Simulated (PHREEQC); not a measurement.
Make-up at 65 °C: 0.00018 mol CaSO4, 0.25 mol Na2SO4 and 0.00016 mol H4SiO4 per kg of water. Closed to the air; pH follows from the charge balance.

Computed with PHREEQC (ion-association model, phreeqc.dat).

### Question
The ionic strength comes out as 0.590 mol/kgw. What activity coefficients do HSO4-, Ca+2, OH-, SO4-2, NaSO4- get?

### Answer
HSO4- 0.72, Ca+2 0.23, OH- 0.60, SO4-2 0.17, NaSO4- 0.67.

This is a speciation only: nothing precipitates in the calculation. Complexes and solids missing from the database can't appear. Away from 25 °C the constants follow the database's enthalpies or fits; those with neither stay at their 25 °C values.
